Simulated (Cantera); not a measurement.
Charge: 1 mol Si, 0.012 mol O2, 170 mol H2, at 1 atm.

These are equilibrium values from Cantera (NASA tables, ideal gas, pure condensed phases), not measurements of a reactor. Candidate condensed phases: H2O, Si, SiO2; 18 gas species. Rates play no part.

At 1625 K, list the 3 most abundant gas species with their mole fractions, and the condensed phases.

H2 1.000, SiO 0.000141, H 7.01e-5. Condensed: Si(s).
